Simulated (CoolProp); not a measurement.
A single-stage vapour-compression cycle with ethane: evaporating at 244.15 K (dew point), condensing at 277.15 K (bubble point), superheat 8 K, subcooling 0 K, compressor efficiency 0.7, no pressure losses. Each further row changes one setting.

Values from CoolProp's reference Helmholtz-energy equation of state, Bücker 2006.

| case | cooling COP | pressure ratio | discharge temperature (K) | refrigerating effect (kJ/kg) | volumetric capacity (kJ/m³) |
|---|---|---|---|---|---|
| as stated | 3.86 | 2.39 | 310.6 | 297 | 5550 |
| evaporating temperature 249.15 K | 4.75 | 2.07 | 306.2 | 300 | 6500 |
| condensing temperature 272.15 K | 4.77 | 2.12 | 302.3 | 314 | 5880 |
| subcooling 5 K | 4.10 | 2.39 | 310.6 | 315 | 5890 |
| superheat 18 K | 3.85 | 2.39 | 321.3 | 316 | 5540 |
| compressor efficiency 0.6 | 3.31 | 2.39 | 316.1 | 297 | 5550 |
